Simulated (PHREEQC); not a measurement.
CaCl2 is added in steps, without added water, to 1 kg of water holding 2.2 mmol/kgw Ca(HCO3)2, 62 mmol/kgw Na2CO3 and 13 mmol/kgw KCl, at 25 °C. Oxygen is held at 0.21 atm. CO2 from the air is kept out. Only these solids could form: Aragonite, Halite, Sylvite.

Base run: PHREEQC, ion-association model, phreeqc.dat. Each further column changes one thing. The table gives pH.

```csv
CaCl2 added (mol),base,Davies equation for every ion,metal-ligand complexes left out,all activity coefficients set to 1,Debye-Hückel limiting law
0,10.82,10.82,10.96,10.97,…
0.04625,10.21,10.21,10.42,10.32,10.09
0.0925,6.73,6.74,6.70,…,7.17
0.1156,6.60,6.59,6.56,6.25,…
0.1619,6.45,6.43,6.40,6.12,…
0.2081,6.37,6.32,6.31,6.04,7.20
0.2544,6.31,6.23,6.24,5.98,7.28
0.2775,6.28,6.19,6.21,5.96,7.33
0.3237,6.23,6.12,6.15,5.93,7.43
0.37,6.19,6.06,6.10,…,7.53
```

Fill in the missing entries.


- 0, Debye-Hückel limiting law: 10.66
- 0.0925, all activity coefficients set to 1: 6.38
- 0.1156, Debye-Hückel limiting law: 7.11
- 0.1619, Debye-Hückel limiting law: 7.13
- 0.37, all activity coefficients set to 1: 5.90

The ionic strength passes 0.7 mol/kgw, the rough limit of the ion-association models, in part of: base; Davies equation for every ion; metal-ligand complexes left out; all activity coefficients set to 1; Debye-Hückel limiting law.
